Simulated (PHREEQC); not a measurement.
Dissolve 1.1 mmol/kgw HF and 12 mmol/kgw (CH3)4NF at 25 °C. Closed to the air; pH follows from the charge balance.

The numbers come from PHREEQC with the ion-association model, phreeqc.dat.

Precipitation was switched off in this run.

Task: Predict the pH.

Result: pH 4.21.

Task: In which forms is F present?

Result: F- 92 %, HF 7.5 %, HF2- 0.7 % of the F.

(CH3)4N+ isn't in the database: it is added as a free cation with an ion size of 4 Å.
